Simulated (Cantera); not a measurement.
Equilibrium for boron, boron nitride and boron oxide: B2H6 + O2 + H2 + NH3

Input: 1 mol B2H6, 0.52 mol O2, 4.7 mol H2, 1.5 mol NH3, equilibrated at 1802 °C.

These are equilibrium values from Cantera (NASA tables, ideal gas, pure condensed phases), not measurements of a reactor. Candidate condensed phases: B, BN, B2O3, B3O3H3, H2O; 39 gas species. The feed counts by its element totals alone. Mutual solubility and eutectic melting of coexisting phases are not modelled. The tables' values for BH2 are old estimates; treat these amounts as uncertain. Equilibrium is a limit: real reactors are often held back by kinetics, nucleation or transport.

From 0.0750 Torr to 2.40 Torr the condensed part is B(s). At 7.50 Torr the condensed part is B(s) + BN(s). From 24.0 Torr to 750 Torr the condensed part is BN(s). The main B-bearing gas is BO at 0.0750 Torr and HBO at 750 Torr. The share of B in condensed phases is highest at 750 Torr (53.4 %) and lowest at 0.0750 Torr (44.0 %).

```csv
P (Pa),x H2,x H,x N2,x BO,x HBO,x B2O2,x HBO2,x B2O3,n B(s),n BN(s)
10,0.645,0.214,0.0573,0.0628,0.0140,0.000742,4.99e-7,1.77e-7,0.880,0
32,0.728,0.127,0.0606,0.0557,0.0236,0.00187,2.39e-6,1.27e-6,0.924,0
100,0.778,0.0743,0.0628,0.0445,0.0344,0.00372,8.68e-6,6.29e-6,0.939,0
320,0.809,0.0424,0.0643,0.0317,0.0447,0.00605,2.58e-5,2.34e-5,0.946,0
1000,0.855,0.0246,0.0346,0.0213,0.0546,0.00851,6.59e-5,6.90e-5,0.219,0.731
3200,0.876,0.0139,0.0248,0.0131,0.0606,0.0103,0.000218,0.000247,0,0.959
10000,0.885,0.00792,0.0243,0.00761,0.0628,0.0109,0.000718,0.000836,0,0.974
32000,0.893,0.00445,0.0229,0.00411,0.0609,0.0102,0.00209,0.00234,0,1.01
100000,0.902,0.00253,0.0202,0.00207,0.0545,0.00804,0.00489,0.00484,0,1.07
```
x: gas mole fraction; n: condensed amount in mol.
